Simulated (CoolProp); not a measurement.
Carbonyl sulfide along the isobar 6.92 MPa: Z from the reference equation and from simpler models built on Tc = 105.6 °C, pc = 6.369 MPa, ω = 0.098; each cubic takes its own stable root.

The numbers come from the reference Helmholtz-energy equation of state, Lemmon 2006 in CoolProp. It is a short technical equation, of lower accuracy than the large ones.

```
T (°C)          phase  reference  van der Waals  Soave-Redlich-Kwong  Peng-Robinson
------  -------------  ---------  -------------  -------------------  -------------
71.55          liquid     0.1684         0.2526               0.1877         0.1667
89.85          liquid     0.1782         0.2654               0.2057         0.1837
108.25  supercritical     0.2278         0.3128               0.2802         0.2566
126.55  supercritical     0.5665         0.5687               0.5795         0.5497
144.95  supercritical     0.6649         0.6585               0.6747         0.6450
163.25  supercritical     0.7268         0.7142               0.7357         0.7067
181.65  supercritical     0.7721         0.7552               0.7807         0.7526
200.05  supercritical     0.8070         0.7871               0.8157         0.7885
218.35  supercritical     0.8347         0.8129               0.8436         0.8174
236.75  supercritical     0.8576         0.8344               0.8668         0.8415
255.05  supercritical     0.8765         0.8525               0.8860         0.8617
273.45  supercritical     0.8926         0.8680               0.9024         0.8789
291.75  supercritical     0.9063         0.8814               0.9162         0.8936
310.15  supercritical     0.9181         0.8932               0.9283         0.9065
328.45  supercritical     0.9283         0.9034               0.9386         0.9176
346.85  supercritical     0.9373         0.9125               0.9477         0.9274
```
